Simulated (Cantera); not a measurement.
Charge: 1 mol PbS, 7.1 mol H2, equilibrated at 1850 K and 0.100 bar.

Equilibrium computed with Cantera from the NASA thermochemical tables; the gas is ideal and each condensed phase is pure. Candidate condensed phases: Pb, PbS, S; 10 gas species. Kinetics and transport are ignored.

Base state: H2 0.833, PbS 0.0649, Pb 0.0566, H2S 0.0267, S2 0.0122, SH 0.00503, H 0.00155, S 0.000385 (mole fractions); condensed: gas only.

Problem. What changes in the equilibrium state with this change: PbS replaced by Fe3O4?

Solution. 
```tsv
species	before	after
H2	0.833	0.684
H2O	0	0.313
H	0.00155	0.00141
PbS	0.0649	0
Pb	0.0566	0
H2S	0.0267	0
S2	0.0122	0
Fe	0	0.000585
SH	0.00503	0
S	0.000385	0
Fe(OH)2	0	5.95e-5
OH	0	4.77e-5
Fe(l), mol	0	1.22
FeO(l), mol	0	1.77
```
Each liquid is taken as pure. Mutual solubility and eutectic melting of coexisting phases are not modelled. The tables' stoichiometric FeO is somewhat more stable than real wüstite, so its field is too wide. FeO: taken at fixed stoichiometry. Further candidate phases: Fe, FeO, Fe(OH)2, Fe(OH)3, Fe2O3, Fe3O4, H2O.
